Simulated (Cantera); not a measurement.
Mixture: 40.3 % H₂, 12.6 % O₂, 47.1 % N₂, equivalence ratio 1.6, at 1.00 bar, adiabatic and at constant volume. Ignition delay is the time to a rise of 400 K.

Detailed kinetics in Cantera: the H2/O2 subset of GRI-Mech 3.0, which has no nitrogen chemistry. Where the delays flatten at high temperature, the 400 K rule measures the pace of heat release, not the induction time.

**Question.** Predict: delay at 1000 K; delay at 1100 K; delay at 1200 K; delay at 1300 K; delay at 1400 K; delay at 1500 K; delay at 1600 K.

**Answer.** 
```
Item                Value
---------------  --------
delay at 1000 K  0.344 ms
delay at 1100 K   92.9 µs
delay at 1200 K   47.3 µs
delay at 1300 K   29.2 µs
delay at 1400 K   20.2 µs
delay at 1500 K   15.4 µs
delay at 1600 K   12.8 µs
```
